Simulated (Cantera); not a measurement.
An adiabatic, constant-pressure homogeneous reactor starts with 4.06 % CH4, 7.39 % O2, 88.5 % N2, equivalence ratio 1.1, at 1700 K and 750 Torr.

Model: GRI-Mech 3.0 (53 species, 325 reactions), integrated in Cantera.

x: mole fraction; the columns are a selection and need not sum to one.

```json
[
 {"t (s)": "3.00e-6", "T (K)": "1700", "x CH4": "0.0406", "x O2": "0.0739", "x CH2O": "1.88e-8", "x C2H6": "5.04e-11", "x CO": "1.00e-10", "x C2H": "<1e-12"},
 {"t (s)": "7.44e-6", "T (K)": "1700", "x CH4": "0.0406", "x O2": "0.0739", "x CH2O": "1.43e-7", "x C2H6": "1.06e-9", "x CO": "1.10e-9", "x C2H": "<1e-12"},
 {"t (s)": "1.85e-5", "T (K)": "1700", "x CH4": "0.0406", "x O2": "0.0739", "x CH2O": "1.02e-6", "x C2H6": "1.94e-8", "x CO": "1.20e-8", "x C2H": "<1e-12"},
 {"t (s)": "4.58e-5", "T (K)": "1700", "x CH4": "0.0405", "x O2": "0.0739", "x CH2O": "…", "x C2H6": "…", "x CO": "…", "x C2H": "<1e-12"},
 {"t (s)": "0.000114", "T (K)": "1700", "x CH4": "0.0403", "x O2": "0.0738", "x CH2O": "5.59e-5", "x C2H6": "6.70e-6", "x CO": "4.38e-6", "x C2H": "<1e-12"},
 {"t (s)": "0.000282", "T (K)": "1703", "x CH4": "0.0385", "x O2": "0.0729", "x CH2O": "0.000463", "x C2H6": "0.000152", "x CO": "0.000241", "x C2H": "5.09e-11"},
 {"t (s)": "0.000698", "T (K)": "2174", "x CH4": "<1e-12", "x O2": "…", "x CH2O": "7.57e-11", "x C2H6": "<1e-12", "x CO": "…", "x C2H": "<1e-12"},
 {"t (s)": "0.00173", "T (K)": "2321", "x CH4": "<1e-12", "x O2": "0.00423", "x CH2O": "4.90e-11", "x C2H6": "<1e-12", "x CO": "0.0165", "x C2H": "<1e-12"},
 {"t (s)": "0.00430", "T (K)": "2378", "x CH4": "<1e-12", "x O2": "0.00227", "x CH2O": "3.58e-11", "x C2H6": "<1e-12", "x CO": "0.0141", "x C2H": "<1e-12"},
 {"t (s)": "0.0107", "T (K)": "2392", "x CH4": "<1e-12", "x O2": "0.00169", "x CH2O": "3.30e-11", "x C2H6": "<1e-12", "x CO": "0.0134", "x C2H": "<1e-12"},
 {"t (s)": "0.0264", "T (K)": "2390", "x CH4": "<1e-12", "x O2": "0.00158", "x CH2O": "3.36e-11", "x C2H6": "<1e-12", "x CO": "0.0135", "x C2H": "<1e-12"},
 {"t (s)": "0.0655", "T (K)": "2388", "x CH4": "<1e-12", "x O2": "0.00150", "x CH2O": "3.45e-11", "x C2H6": "<1e-12", "x CO": "0.0136", "x C2H": "<1e-12"},
 {"t (s)": "0.163", "T (K)": "2387", "x CH4": "<1e-12", "x O2": "0.00148", "x CH2O": "3.47e-11", "x C2H6": "<1e-12", "x CO": "0.0137", "x C2H": "<1e-12"},
 {"t (s)": "0.403", "T (K)": "2387", "x CH4": "<1e-12", "x O2": "0.00147", "x CH2O": "3.47e-11", "x C2H6": "<1e-12", "x CO": "0.0137", "x C2H": "<1e-12"},
 {"t (s)": "1.00", "T (K)": "2387", "x CH4": "<1e-12", "x O2": "0.00147", "x CH2O": "3.47e-11", "x C2H6": "<1e-12", "x CO": "0.0137", "x C2H": "<1e-12"}
]
```

Problem. What belongs in the gaps?

Solution. 
- 4.58e-5, x CH2O: 7.37e-6
- 4.58e-5, x C2H6: 3.46e-7
- 4.58e-5, x CO: 1.79e-7
- 0.000698, x O2: 0.00807
- 0.000698, x CO: 0.0205
